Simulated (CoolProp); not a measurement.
R11 at 420.38 K and 4.4 MPa flows at 0.19 m/s in a round tube of 25 mm bore and 15 µm roughness, fully developed (64/Re and Nu = 3.66 if laminar; Colebrook and Gnielinski if turbulent). Each further row changes one setting.

The numbers come from the reference Helmholtz-energy equation of state, Jacobsen 1992 in CoolProp.

```tsv
case	Reynolds number	Darcy friction factor	pressure drop (Pa/m)	heat-transfer coefficient (W/(m² K))	mass flow (kg/h)
as stated	35500	0.0243	19.9	398	382
velocity 0.38 m/s	71000	0.0217	71.3	738	764
diameter 50 mm	71000	0.0206	8.46	354	1530
```

Viscosity comes from a separate model (Klein 1997), an estimate that may be off by 10 % or more. Thermal conductivity comes from a separate model (McLinden 2000), an estimate that may be off by 10 % or more.
